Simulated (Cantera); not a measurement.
Standard-state values (1 bar) from the NASA 1993 polynomials, evaluated with Cantera. Values are per mole of reaction as written; species without (g) are pure solids or liquids, kept so even where they would boil at 1 bar.

2 Ti₃O₅ + 5 N₂(g) + 12 Cl₂(g) = 10 NO(g) + 6 TiCl₄

```tsv
T (K)	ΔH° (kJ)	ΔS° (J/K)	ΔG° (kJ)	log10 K
375	1027.3	-207.9	1105.3	-153.96
400	(withheld)	(withheld)	(withheld)	(withheld)
425	1039.4	-177.7	1114.9	-137.03
450	1045.1	-164.6	1119.2	-129.91
475	(withheld)	(withheld)	(withheld)	(withheld)
500	(withheld)	(withheld)	(withheld)	(withheld)
525	1036.5	-186.7	1134.5	-112.88
```

### Question
Fill in the missing entries.

### Answer

- 400, ΔH° (kJ): 1033.5
- 400, ΔS° (J/K): -192.0
- 400, ΔG° (kJ): 1110.3
- 400, log10 K: -144.99
- 475, ΔH° (kJ): 1024.6
- 475, ΔS° (J/K): -210.5
- 475, ΔG° (kJ): 1124.6
- 475, log10 K: -123.67
- 500, ΔH° (kJ): 1030.6
- 500, ΔS° (J/K): -198.3
- 500, ΔG° (kJ): 1129.7
- 500, log10 K: -118.02
